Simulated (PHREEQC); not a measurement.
A made-up water analysis in mmol/kgw, 20 °C, pH 6.79, pe 10.2:

```
constituent           mmol/kgw
--------------------  --------
Na                        22.8
K                         1.32
Ca                       0.739
Mg                        4.82
Cl                        7.51
S(6)                       6.1
Alkalinity (meq/kgw)        15
Br                       0.061
Cu(2)                    0.524
```

Na is adjusted to close the charge balance.
Valence states are taken as typed.

Model: ion-association model, wateq4f.dat, run in PHREEQC.

Precipitation was switched off in this run.

Q: Predict the ionic strength.

A: ionic strength 0.0402 mol/kgw.

Q: In which forms is Na present?

A: Na+ 98 %, NaSO4- 1.1 %, NaHCO3 0.5 % of the Na.

Examples of supersaturated solids here: Malachite, Brochantite. Others may be too.
